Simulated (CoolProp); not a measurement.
Aqueous sodium chloride as a coolant, 12 % by mass, freezing at -8.2 °C, 1 atm.

Values from CoolProp's Melinder's fits for secondary coolants.

```
T (°C)  viscosity (mPa s)  conductivity (W/(m K))  density (kg/m³)  cp (kJ/(kg K))
------  -----------------  ----------------------  ---------------  --------------
-4.5                 2.51                   0.547             1094           3.605
4.9                  1.86                   0.562             1091           3.625
14.4                 1.43                   0.578             1088           3.642
23.9                 1.14                   0.593             1084           3.656
33.4                0.941                   0.608             1080           3.667
```
